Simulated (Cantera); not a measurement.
A Cantera script and what it prints.

```python
import numpy as np
import cantera as ct

gas_names = """
    C CN CO CO2 C2 CCN CNC C2N2 C2O C3 C3O2 C4 C4N2 C5 N NCO NO NO2 NO3 N2 N2O O O2 O3 Si SiC SiC2 SiN
    SiO SiO2 Si2 Si2C Si2N Si3
""".split()
cond_names = """
    C(gr) Si(cr) Si(L) SiC(b) SiO2(Lqz) SiO2(hqz) SiO2(L) Si2N2O(s) Si3N4(a)
""".split()


def load(file, names, dense=False):
    # The tables refer to 1 bar. Condensed volumes are neglected.
    table = {s.name: s for s in ct.Species.list_from_file(file)}
    out = []
    for n in names:
        d = dict(table[n].input_data)
        d["thermo"] = dict(d["thermo"], **{"reference-pressure": 1e5})
        if dense:
            d["equation-of-state"] = {"model": "constant-volume", "density": "1e6 g/cm^3"}
        out.append(ct.Species.from_dict(d))
    return out


gas = ct.Solution(thermo="ideal-gas", species=load("nasa_gas.yaml", gas_names))
cond = {s.name: ct.Solution(thermo="fixed-stoichiometry", species=[s], name=s.name)
        for s in load("nasa_condensed.yaml", cond_names, dense=True)}
atoms = {
    'Si': {'Si': 1},
    'CO2': {'C': 1, 'O': 2},
    'N2': {'N': 2},
}
top_T = {'C(gr)': 4500, 'SiC(b)': 3050, 'Si2N2O(s)': 2100, 'Si3N4(a)': 2400}  # K; cautious upper limits of use, not melting points


def equilibrate(T, P, feed):
    n = {}
    for name, mol in feed.items():
        for a, k in atoms[name].items():
            n[a] = n.get(a, 0.0) + k * mol
    gas.TPX = T, P, n
    mass = sum(n.values()) * gas.mean_molecular_weight
    gas.equilibrate("TP")
    valid = [c for c in cond.values() if c.min_temp <= T <= top_T.get(c.name, c.max_temp)]
    mix = ct.Mixture([(gas, mass / gas.mean_molecular_weight)] + [(c, 0.0) for c in valid])
    mix.T, mix.P = T, P
    mix.equilibrate("TP", solver="vcs", rtol=1e-11, max_steps=5000)
    return mix


results = []
feed = {'Si': 1, 'CO2': 0.011, 'N2': 750}  # mol
T = 1423.15  # K
P = 133.322  # Pa
mix = equilibrate(T, P, feed)
results.append((T, P, feed, dict(zip(mix.species_names, mix.species_moles))))
print(gas.report(threshold=1e-05))
for i in range(1, mix.n_phases):
    print(f"{mix.phase(i).name:16s} {mix.phase_moles(i):12.5e} mol")
```

Output:

```
       temperature   1423.2 K
          pressure   133.32 Pa
           density   0.00031564 kg/m^3
  mean mol. weight   28.014 kg/kmol
   phase of matter   gas

                          1 kg             1 kmol
                     ---------------   ---------------
          enthalpy        1.2745e+06        3.5704e+07  J
   internal energy         8.521e+05        2.3871e+07  J
           entropy             10533        2.9508e+05  J/K
    Gibbs function       -1.3716e+07       -3.8424e+08  J
 heat capacity c_p            1231.8             34509  J/K
 heat capacity c_v            935.05             26195  J/K

                      mass frac. Y      mole frac. X     chem. pot. / RT
                     ---------------   ---------------   ---------------
                CO        1.4677e-05        1.4679e-05           -53.692
                N2           0.99996           0.99997           -32.472
               SiO          2.31e-05        1.4679e-05           -54.719
     [  +31 minor]        4.7666e-08        4.5907e-08

C(gr)             0.00000e+00 mol
Si(cr)            0.00000e+00 mol
SiC(b)            0.00000e+00 mol
SiO2(hqz)         0.00000e+00 mol
Si2N2O(s)         0.00000e+00 mol
Si3N4(a)          3.29655e-01 mol
```

Equilibrium computed with Cantera from the NASA thermochemical tables; the gas is ideal and each condensed phase is pure. N2 is the only nitrogen source here; it is nearly inert below about 1500 K, so the nitride shown seldom forms there in practice.
